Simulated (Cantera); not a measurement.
A closed system holds: 1 mol SiH₄, 8.8 mol N₂, 2.4 mol H₂, equilibrated at 1773 K and 0.443 Torr.

These are equilibrium values from Cantera (NASA tables, ideal gas, pure condensed phases), not measurements of a reactor. Candidate condensed phases: Si, Si₃N₄; 18 gas species. The tables' values for SiN are old estimates; treat these amounts as uncertain. Equilibrium is a limit: real reactors are often held back by kinetics, nucleation or transport.

Base state: N₂ 0.662, H₂ 0.328, H 0.00670, Si 0.00361, SiH 6.20e-5, Si₂N 5.68e-5, SiN 3.43e-5, Si₂ 2.01e-5 (mole fractions); condensed: Si(l).

Problem. What changes in the equilibrium state with this change: pressure from 0.443 Torr to 0.975 Torr?

Solution. 
```csv
species,before,after
N₂,0.662,0.664
H₂,0.328,0.330
H,0.00670,0.00453
Si,0.00361,0.00164
Si₂,2.01e-5,9.11e-6
Si₂N,5.68e-5,3.83e-5
"Si(l), mol",0.948,0.976
```
